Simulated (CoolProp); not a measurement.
Vapour-liquid equilibrium of diethyl ether (1) + acetone (2) at 4.07 bar; x and y are mole fractions of (1).

Computed with CoolProp (multi-fluid Helmholtz-energy mixture model, Thol 2014 and Lemmon 2006; pair parameters Bell 2016).

```tsv
x	bubble temperature (K)	y at the bubble point	dew temperature at overall composition x (K)	liquid density (mol/L)
0.05	374.1	0.102	375.4	11.67
0.2	367.3	0.349	371.5	11.11
0.35	362.2	0.522	367.3	10.56
0.5	358.6	0.646	362.9	10.04
0.65	356.0	0.745	358.4	9.562
0.8	354.4	0.839	355.0	9.123
0.95	353.6	0.952	353.6	8.728
```

No azeotrope shows between x = 0.05 and 0.95.

Pair parameters are fitted to limited data, so mixtures are less certain than the pure fluids.
